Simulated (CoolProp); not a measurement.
A single-stage vapour-compression cycle with vinyl chloride: evaporating at 253.15 K (dew point), condensing at 302.15 K (bubble point), superheat 0 K, subcooling 8 K, compressor efficiency 0.9, no pressure losses. Each further row changes one setting.

Values from CoolProp's reference Helmholtz-energy equation of state, Thol 2022.

```
case                              cooling COP  pressure ratio  discharge temperature (K)  refrigerating effect (kJ/kg)  volumetric capacity (kJ/m³)
--------------------------------  -----------  --------------  -------------------------  ----------------------------  ---------------------------
as stated                                4.12            5.67                      343.4                           299                          712
evaporating temperature 258.15 K            …               …                      337.7                           302                            …
condensing temperature 297.15 K          4.67            4.90                          …                           306                          730
subcooling 13 K                          4.23            5.67                      343.4                           306                          730
superheat 10 K                           4.07            5.67                      354.3                           307                          701
compressor efficiency 0.8                3.66            5.67                      352.5                           299                          712
```

Question: What belongs in the gaps?

Answer: 
- evaporating temperature 258.15 K, cooling COP: 4.76
- evaporating temperature 258.15 K, pressure ratio: 4.59
- evaporating temperature 258.15 K, volumetric capacity (kJ/m³): 876
- condensing temperature 297.15 K, discharge temperature (K): 335.3
